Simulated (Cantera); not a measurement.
Standard-state values (1 bar) from the NASA 1993 polynomials, evaluated with Cantera. Values are per mole of reaction as written; species without (g) are pure solids or liquids, kept so even where they would boil at 1 bar.

S + 4 NO(g) ⇌ 2 N2O(g) + SO2(g), with ΔH° = -498.8 kJ and ΔS° = -187.0 J/K at 300 K.

Question: How far is the shortcut ΔG° ≈ ΔH°(300 K) − T·ΔS°(300 K) from the full temperature-dependent value at 500, 600, 700, 800, 900 K?

Answer: 
```tsv
T (K)	shortcut (kJ)	full (kJ)	difference (kJ)	difference in log10 K	condensed phases
500	-405.3	-403.4	-1.9	0.20	S(l)
600	-386.6	-382.7	-3.8	0.33	S(l)
700	-367.9	-361.8	-6.0	0.45	S(l)
800	-349.2	-340.8	-8.3	0.54	S(l)
900	-330.5	-319.8	-10.7	0.62	S(l)
```
The shortcut ignores heat capacities and the phase changes listed.
